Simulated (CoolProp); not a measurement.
Vapour-liquid equilibrium of R134a (1) + R152A (2) at 0.288 MPa; x and y are mole fractions of (1).

Model: multi-fluid Helmholtz-energy mixture model, Tillner-Roth 1994 and Outcalt 1996; pair parameters Lemmon 2004, in CoolProp.

```csv
x,bubble temperature (K),y at the bubble point,dew temperature at overall composition x (K),liquid density (mol/L)
0.05,275.6,0.050,275.6,14.32
0.2,275.5,0.205,275.5,13.99
0.35,275.3,0.365,275.3,13.69
0.5,274.9,0.524,275.0,13.43
0.65,274.4,0.678,274.5,13.18
0.8,273.7,0.824,273.8,12.97
0.95,273.0,0.958,273.0,12.77
```

y crosses x between x = 0.05 and 0.2: the model has an azeotrope there.

Pair parameters are fitted to limited data, so mixtures are less certain than the pure fluids.
